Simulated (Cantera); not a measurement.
Input: 1 mol SiH₄, 3.4 mol CO₂, 22 mol N₂, at 773 K and 30000 Pa.

Cantera equilibrium calculation (NASA polynomials, part measured and part estimated; ideal gas, pure solids and liquids). Candidate condensed phases: C, C₆H₆, C₇H₈, C₈H₁₈, H₂O, Si, SiC, SiO₂, Si₂N₂O, Si₃N₄; 151 gas species. Kinetics and transport are ignored.

Base state: N₂ 0.831, CO₂ 0.0650, H₂ 0.0507, CO 0.0298, H₂O 0.0216, CH₄ 0.00163, NH₃ 1.24e-5 (mole fractions); condensed: C(graphite) + SiO₂(α-quartz).

What changes in the equilibrium state with this change: temperature from 773 K to 1373 K?


| species | before | after |
|---|---|---|
| N₂ | 0.831 | 0.803 |
| CO | 0.0298 | 0.0985 |
| H₂ | 0.0507 | 0.0475 |
| CO₂ | 0.0650 | 0.0256 |
| H₂O | 0.0216 | 0.0255 |
| CH₄ | 0.00163 | <1e-9 |
| NH₃ | 1.24e-5 | 2.62e-7 |
| C(graphite), mol | 0.848 | 0 |
| SiO₂(α-quartz), mol | 1.00 | 0 |
| SiO₂(β-quartz), mol | 0 | 1.00 |
The tables hold silica as quartz up to 1696 K and as liquid above; real silica turns to tridymite and cristobalite and melts near 1996 K.
